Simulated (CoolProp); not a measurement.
Computed with CoolProp (reference Helmholtz-energy equation of state, Schmidt 1985). Above 300 K oxygen's equation is extrapolated.

### Question
For oxygen, give the phase and the speed of sound (m/s), viscosity (µPa s) at -12.65 °C and 22.3 MPa; 68.55 °C and 22.3 MPa; 190.35 °C and 22.3 MPa.

### Answer
- -12.65 °C and 22.3 MPa: supercritical; speed of sound 364, viscosity 29.0
- 68.55 °C and 22.3 MPa: supercritical; speed of sound 398, viscosity 28.9
- 190.35 °C and 22.3 MPa: supercritical; speed of sound 451, viscosity 32.9

Viscosity comes from a separate model (Lemmon 2004).
